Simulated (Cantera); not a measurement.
A closed system holds: 1 mol SiCl₄, 2.6 mol O₃, equilibrated at 1.33 mbar.

Cantera equilibrium calculation (NASA polynomials, part measured and part estimated; ideal gas, pure solids and liquids). Candidate condensed phases: Si, SiO₂; 15 gas species. The tables hold silica as quartz up to 1696 K and as liquid above; real silica turns to tridymite and cristobalite and melts near 1996 K. The numbers say what is thermodynamically allowed, not how fast it happens.

**Question.** At 1127 °C, list the 5 most abundant gas species with their mole fractions, and the condensed phases.

**Answer.** O₂ 0.495, Cl 0.328, Cl₂ 0.177, ClO 0.000237, O 1.82e-5. Condensed: SiO₂(β-quartz).
